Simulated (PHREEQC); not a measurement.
Brine

Solution (25 °C): 0.56 mol/kgw K2CO3. Closed to the air; pH follows from the charge balance.

Equilibrium calculation in PHREEQC: Pitzer model, pitzer.dat.

Each row changes one thing in this solution. Precipitation was switched off in this run.

| case | pH | ionic strength (mol/kgw) | HCO3- (mol/kgw) | CO2 (mol/kgw) |
|---|---|---|---|---|
| as made | 11.71 | 1.67 | 0.00602 | 1.31e-8 |
| K2CO3 from 0.56 to 0.616 mol/kgw | … | … | 0.00619 | 1.24e-8 |
| diluted 100-fold with water | 10.90 | 0.0159 | 0.000903 | 2.21e-8 |
| temperature from 25 to 30 °C | … | 1.67 | 0.00691 | 1.82e-8 |
| temperature from 25 to 60 °C | … | 1.67 | 0.0147 | 1.20e-7 |

**Question.** Fill in the missing entries.

**Answer.** 
- K2CO3 from 0.56 to 0.616 mol/kgw, pH: 11.73
- K2CO3 from 0.56 to 0.616 mol/kgw, ionic strength (mol/kgw): 1.84
- temperature from 25 to 30 °C, pH: 11.60
- temperature from 25 to 60 °C, pH: 11.10

Complexes and solids missing from the database can't appear. In brines, pH and single-ion activities rest on the MacInnes convention. At this temperature some constants are extrapolated from 25 °C, and those without enthalpy data are left unchanged.
